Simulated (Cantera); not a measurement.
What does this Cantera script print?

```python
import numpy as np
import cantera as ct

gas = ct.Solution("gri30.yaml")


def delay(T, t_max=10):
    gas.TPX = T, 850000, {'CO': 1, 'H2': 0.073, 'O2': 0.639, 'N2': 4.22}
    reactor = ct.IdealGasConstPressureReactor(gas, clone=False)
    net = ct.ReactorNet([reactor])
    net.rtol, net.atol = 1e-8, 1e-16
    while net.time < t_max:
        t_old, T_old = net.time, reactor.T
        net.step()
        if reactor.T > T + 400:  # ignition: a rise of 400 K
            return t_old + (T + 400 - T_old) / (reactor.T - T_old) * (net.time - t_old)
    return np.nan


taus = []
for T in [1300, 1350, 1400, 1450, 1500, 1550, 1600, 1650, 1700]:
    taus.append(delay(T))
    print(f"T0 = {T:6g} K   tau = {taus[-1]:.4e} s")
```

It prints:

```
T0 =   1300 K   tau = 3.0676e-05 s
T0 =   1350 K   tau = 2.2790e-05 s
T0 =   1400 K   tau = 1.8264e-05 s
T0 =   1450 K   tau = 1.5394e-05 s
T0 =   1500 K   tau = 1.3451e-05 s
T0 =   1550 K   tau = 1.2080e-05 s
T0 =   1600 K   tau = 1.1090e-05 s
T0 =   1650 K   tau = 1.0367e-05 s
T0 =   1700 K   tau = 9.8447e-06 s
```

Cantera simulation using GRI-Mech 3.0 (53 species, 325 reactions); the numbers are that mechanism's predictions, not measurements. The hydrogen kinetics of GRI-Mech 3.0 are dated; newer H2 mechanisms differ, most at raised pressure. Where the delays flatten at high temperature, the 400 K rule measures the pace of heat release, not the induction time.
